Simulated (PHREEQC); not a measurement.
A PHREEQC speciation (ion-association model, wateq4f.dat) at 15 °C gives pH 2.14 and these molalities:

```csv
species,mol/kgw
H3BO3,0.0413
H+,0.00798
BF4-,0.00362
H4SiO4,0.00296
HF,0.00161
SiF6-2,0.00144
BF3OH-,0.000683
BF2(OH)2-,0.000401
F-,0.000194
SO4-2,8.52e-5
HSO4-,3.68e-5
H2F2,9.62e-6
BF(OH)3-,2.88e-6
HF2-,1.10e-6
```

Q: What are the element totals, and what could have been dissolved in 1 kg of water to give them?

A: This is not unique; one that fits is totals B 0.0460, F 0.0278, S(6) 0.000122, Si 0.00440 mol/kgw, from 1.38 mmol/kgw HF, 4.4 mmol/kgw H2SiF6, 46 mmol/kgw H3BO3 and 0.122 mmol/kgw H2SO4.

Precipitation was switched off in this run. The solution is supersaturated, for example in SiO2(a), Quartz (slow to form), so a real one may precipitate; this is no full list. Species that the database lacks are ignored. SiF6-2 is the database's only silicon fluoride. Real BF4- forms and hydrolyses slowly; the run takes it at equilibrium.
